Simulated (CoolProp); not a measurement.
Vapour-liquid equilibrium of n-pentane (1) + benzene (2) at 3.04 bar; x and y are mole fractions of (1).

The numbers come from the multi-fluid Helmholtz-energy mixture model, Thol 2019 and Thol 2012; pair parameters Bell 2016 in CoolProp.

Question: Give the bubble temperature and the first vapour's composition at x = 0.15, 0.55, 0.75. Is there an azeotrope?

Answer: x = 0.15: 377.5 K, y = 0.410; x = 0.55: 357.6 K, y = 0.785; x = 0.75: 351.9 K, y = 0.886. No azeotrope shows between x = 0.05 and 0.95.

The pair parameters rest on a limited set of measurements; away from them the model extrapolates.
